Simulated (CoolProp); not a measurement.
The fluid at 267.73 K and 0.0477 MPa is throttled through a valve to 0.0148 MPa with no heat exchange. The same conditions are run with several fluids, on thermodynamics alone (safety and materials aside).

Computed with CoolProp (reference Helmholtz-energy equation of state of each fluid (C3F8 (R218): Lemmon 2006; dimethyl ether: Wu 2011; R1132(E): Akasaka 2024; nitrogen: Span 2000; CH2F2 (R32): Tillner-Roth 1997)).

| fluid | temperature change (K) | final density (kg/m³) |
|---|---|---|
| C3F8 (R218) | [?] | 1.26 |
| dimethyl ether | [?] | 0.309 |
| R1132(E) | [?] | 0.428 |
| nitrogen | -0.1 | [?] |
| CH2F2 (R32) | -1.3 | 0.348 |

Q: What belongs in the gaps?

A: 
- C3F8 (R218), temperature change (K): -0.6
- dimethyl ether, temperature change (K): -1.2
- R1132(E), temperature change (K): -0.7
- nitrogen, final density (kg/m³): 0.186
